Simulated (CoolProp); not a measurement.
Toluene along the isobar 6.86 bar: fugacity coefficient from the reference equation and from simpler models built on Tc = 591.7 K, pc = 41.26 bar, ω = 0.266; each cubic takes its own stable root.

Model: reference Helmholtz-energy equation of state, Lemmon 2006, in CoolProp. It is a short technical equation, of lower accuracy than the large ones.

```json
[
 {"T (K)": "187.5", "phase": "liquid", "reference": "2.795e-7"},
 {"T (K)": "211.8", "phase": "liquid", "reference": "7.028e-6"},
 {"T (K)": "236.2", "phase": "liquid", "reference": "8.381e-5"},
 {"T (K)": "260.5", "phase": "liquid", "reference": "0.0005819"},
 {"T (K)": "284.9", "phase": "liquid", "reference": "0.002766"},
 {"T (K)": "309.2", "phase": "liquid", "reference": "0.009791"},
 {"T (K)": "333.5", "phase": "liquid", "reference": "0.02781"},
 {"T (K)": "357.9", "phase": "liquid", "reference": "0.06671"},
 {"T (K)": "382.2", "phase": "liquid", "reference": "0.1390"},
 {"T (K)": "406.6", "phase": "liquid", "reference": "0.2599"},
 {"T (K)": "430.9", "phase": "liquid", "reference": "0.4425"},
 {"T (K)": "455.2", "phase": "liquid", "reference": "0.6985"},
 {"T (K)": "479.6", "phase": "gas", "reference": "0.8783"}
]
```

**Question.** How far does each simpler model (van der Waals, Redlich-Kwong, Peng-Robinson) lie from the reference over these 13 states: mean and median of the absolute difference, and the worst?

**Answer.** 
- van der Waals: mean 120588.8 %, median 1147.0 %, worst +1332637.0 % at 187.5 K and 6.86 bar
- Redlich-Kwong: mean 162.2 %, median 125.1 %, worst +408.1 % at 187.5 K and 6.86 bar
- Peng-Robinson: mean 10.9 %, median 1.5 %, worst +62.5 % at 187.5 K and 6.86 bar

At some of these states van der Waals, Redlich-Kwong gives the other phase, because its saturation line lies elsewhere.
